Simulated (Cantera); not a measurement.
**Thermodynamics of oxide etching and cleaning by halides, feed Fe2O3 + Cl2 + N2**

Input: 1 mol Fe2O3, a varied amount of Cl2, 3.8 mol N2, at 900 K and 1.00 bar.

Method: chemical equilibrium by Gibbs-energy minimisation in Cantera with the NASA 1993 tables (ideal gas, pure condensed phases). Candidate condensed phases: Fe, FeCl2, FeCl3, FeO, Fe2O3, Fe3O4; 19 gas species. Equilibrium is a limit: real reactors are often held back by kinetics, nucleation or transport.

From 0.61 mol Cl2 to 18 mol Cl2 the condensed part is Fe2O3(s). The main Fe-bearing gas is FeCl3 throughout. The share of Fe in condensed phases is highest at 0.61 mol Cl2 (99.4 %) and lowest at 18 mol Cl2 (84.7 %).

```tsv
n(Cl2) (mol)	log p N2	log p Cl2	log p FeCl3	log p O2	log p Fe2Cl6	log p Cl	log p FeCl2	n Fe2O3(s)
0.61	-0.06	-0.87	-2.59	-2.69	-4.10	-4.57	-5.25	0.994
3.5	-0.28	-0.33	-2.15	-2.20	-3.21	-4.30	-5.07	0.969
6.4	-0.43	-0.21	-2.05	-2.09	-3.02	-4.24	-5.04	0.945
9.3	-0.54	-0.16	-2.01	-2.04	-2.93	-4.21	-5.02	0.920
12	-0.62	-0.13	-1.99	-2.01	-2.89	-4.20	-5.01	0.898
15	-0.70	-0.11	-1.97	-1.99	-2.85	-4.19	-5.01	0.873
18	-0.76	-0.10	-1.96	-1.98	-2.83	-4.18	-5.00	0.847
```
log p: log10 of the partial pressure in bar; n: condensed amount in mol.
